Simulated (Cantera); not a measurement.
Input (Python, Cantera) and output of one run.

```python
import numpy as np
import cantera as ct

gas_names = """
    H HNO HNO2 HNO3 HO2 H2 H2O H2O2 N NH NH2 NH3 NH2OH NO NO2 NO3 N2 N2H2 N2H4 N2O O OH O2 O3 Si SiH
    SiH2 SiH3 SiH4 SiN SiO SiO2 Si2 Si2N Si3
""".split()
cond_names = """
    H2O(s) H2O(L) Si(cr) Si(L) SiO2(Lqz) SiO2(hqz) SiO2(L) Si2N2O(s) Si3N4(a)
""".split()


def load(file, names, dense=False):
    # The tables refer to 1 bar. Condensed volumes are neglected.
    table = {s.name: s for s in ct.Species.list_from_file(file)}
    out = []
    for n in names:
        d = dict(table[n].input_data)
        d["thermo"] = dict(d["thermo"], **{"reference-pressure": 1e5})
        if dense:
            d["equation-of-state"] = {"model": "constant-volume", "density": "1e6 g/cm^3"}
        out.append(ct.Species.from_dict(d))
    return out


gas = ct.Solution(thermo="ideal-gas", species=load("nasa_gas.yaml", gas_names))
cond = {s.name: ct.Solution(thermo="fixed-stoichiometry", species=[s], name=s.name)
        for s in load("nasa_condensed.yaml", cond_names, dense=True)}
atoms = {
    'Si2H6': {'Si': 2, 'H': 6},
    'O2': {'O': 2},
    'N2': {'N': 2},
}
top_T = {'Si2N2O(s)': 2100, 'Si3N4(a)': 2400}  # K; cautious upper limits of use, not melting points


def equilibrate(T, P, feed):
    n = {}
    for name, mol in feed.items():
        for a, k in atoms[name].items():
            n[a] = n.get(a, 0.0) + k * mol
    gas.TPX = T, P, n
    mass = sum(n.values()) * gas.mean_molecular_weight
    gas.equilibrate("TP")
    valid = [c for c in cond.values() if c.min_temp <= T <= top_T.get(c.name, c.max_temp)]
    mix = ct.Mixture([(gas, mass / gas.mean_molecular_weight)] + [(c, 0.0) for c in valid])
    mix.T, mix.P = T, P
    mix.equilibrate("TP", solver="vcs", rtol=1e-11, max_steps=5000)
    return mix


results = []
feed = {'Si2H6': 1, 'O2': 0.11, 'N2': 1.5}  # mol
T = 898  # K
P = 10000  # Pa
mix = equilibrate(T, P, feed)
results.append((T, P, feed, dict(zip(mix.species_names, mix.species_moles))))
print(gas.report(threshold=0.001))
for i in range(1, mix.n_phases):
    print(f"{mix.phase(i).name:16s} {mix.phase_moles(i):12.5e} mol")
```

Result:

```
       temperature   898 K
          pressure   10000 Pa
           density   0.0052795 kg/m^3
  mean mol. weight   3.9419 kg/kmol
   phase of matter   gas

                          1 kg             1 kmol
                     ---------------   ---------------
          enthalpy        4.4791e+06        1.7656e+07  J
   internal energy         2.585e+06         1.019e+07  J
           entropy             47924        1.8891e+05  J/K
    Gibbs function       -3.8557e+07       -1.5199e+08  J
 heat capacity c_p            7641.9             30124  J/K
 heat capacity c_v            5532.6             21809  J/K

                      mass frac. Y      mole frac. X     chem. pot. / RT
                     ---------------   ---------------   ---------------
                H2           0.47354           0.92591           -19.624
                N2           0.52633          0.074061           -29.497
     [  +33 minor]        0.00012896        2.9849e-05

Si(cr)            0.00000e+00 mol
SiO2(hqz)         0.00000e+00 mol
Si2N2O(s)         2.20000e-01 mol
Si3N4(a)          5.20000e-01 mol
```

Equilibrium computed with Cantera from the NASA thermochemical tables; the gas is ideal and each condensed phase is pure. The feed counts by its element totals alone. N2 is the only nitrogen source here; it is nearly inert below about 1500 K, so the nitride shown seldom forms there in practice.
